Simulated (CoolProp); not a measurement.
The fluid at 298.15 K and 3.54 MPa is throttled through a valve to 0.88 MPa with no heat exchange. The same conditions are run with several fluids, on thermodynamics alone (safety and materials aside).

Values from CoolProp's reference Helmholtz-energy equation of state of each fluid (methane: Setzmann 1991; ethylene: Smukala 2000; oxygen: Schmidt 1985; CF4 (R14): Platzer 1990; fluorine: de Reuck 1990). The equations of Platzer and Polt are older, rougher fits.

| fluid | temperature change (K) | final density (kg/m³) |
|---|---|---|
| methane | … | 6.03 |
| ethylene | … | 12.2 |
| oxygen | … | … |
| CF4 (R14) | … | 34.3 |
| fluorine | -5.0 | … |

### Question
What belongs in the gaps?

### Answer

- methane, temperature change (K): -11.8
- ethylene, temperature change (K): -33.7
- oxygen, temperature change (K): -7.0
- oxygen, final density (kg/m³): 11.7
- CF4 (R14), temperature change (K): -15.5
- fluorine, final density (kg/m³): 13.8
